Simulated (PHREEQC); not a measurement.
0.045 g of hydrous ferric oxide (600 m²/g; 0.2 weak and 0.005 strong sites per Fe, Dzombak-Morel constants, diffuse double layer) in 1 kg of water with 0.1 mol/kgw of an inert sodium salt, at 25 °C; the pH is set by adding NaOH or the inert anion's acid. Oxygen is held at 0.21 atm. CO2 from the air is kept out. Nothing may precipitate in this run.

Model: ion-association model, wateq4f.dat, run in PHREEQC.

**Question.** Predict surface charge σ (C/m²), surface potential ψ (mV) at pH = 4.38, 8.88.

**Answer.** 
```json
[
 {"pH": "4.38", "surface charge σ (C/m²)": "0.285", "surface potential ψ (mV)": "141"},
 {"pH": "8.88", "surface charge σ (C/m²)": "-0.029", "surface potential ψ (mV)": "-37"}
]
```
